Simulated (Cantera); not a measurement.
An isothermal, constant-pressure homogeneous reactor starts with CH₄ : H₂ = 1 : 100 (molar parts), at 1723 K and 32.3 Torr.

Detailed kinetics in Cantera: GRI-Mech 3.0 (53 species, 325 reactions). GRI-Mech 3.0 stops at C3 and has no aromatics, soot or wall deposition, so with more carbon than oxygen in the feed, carbon stays in small species such as C2H2 where larger ones or solid carbon would form. Radical loss at walls, strong at low pressure, is not modelled.

x: mole fraction; the columns are a selection and need not sum to one.

| t (s) | x CH₄ | x H₂ | x CH₃ | x H | x C₂H₆ | x C₂H |
|---|---|---|---|---|---|---|
| 2.00e-5 | 0.00990 | 0.990 | 1.58e-7 | 3.28e-7 | <1e-12 | <1e-12 |
| 6.78e-5 | 0.00990 | 0.990 | 3.70e-7 | 1.28e-6 | <1e-12 | <1e-12 |
| 0.000230 | 0.00990 | 0.990 | 1.03e-6 | 4.55e-6 | 7.70e-12 | <1e-12 |
| 0.000779 | 0.00990 | 0.990 | 3.28e-6 | 1.57e-5 | 1.78e-10 | <1e-12 |
| 0.00264 | 0.00989 | 0.990 | 1.09e-5 | 5.32e-5 | 2.99e-9 | <1e-12 |
| 0.00894 | 0.00986 | 0.990 | 3.60e-5 | 0.000178 | 3.28e-8 | <1e-12 |
| 0.0303 | 0.00975 | 0.990 | 0.000105 | 0.000525 | 1.98e-7 | 5.83e-11 |
| 0.103 | 0.00916 | 0.990 | 0.000155 | 0.000825 | 3.35e-7 | 1.44e-9 |
| 0.348 | ? | 0.990 | 0.000129 | 0.000844 | 2.29e-7 | 6.02e-9 |
| 1.18 | ? | 0.992 | 7.94e-5 | 0.000859 | 8.64e-8 | 1.41e-8 |
| 4.00 | ? | 0.993 | 3.42e-5 | 0.000873 | 1.61e-8 | 2.15e-8 |

### Question
Fill in the missing entries.

### Answer

- 0.348, x CH₄: 0.00746
- 1.18, x CH₄: 0.00453
- 4.00, x CH₄: 0.00192
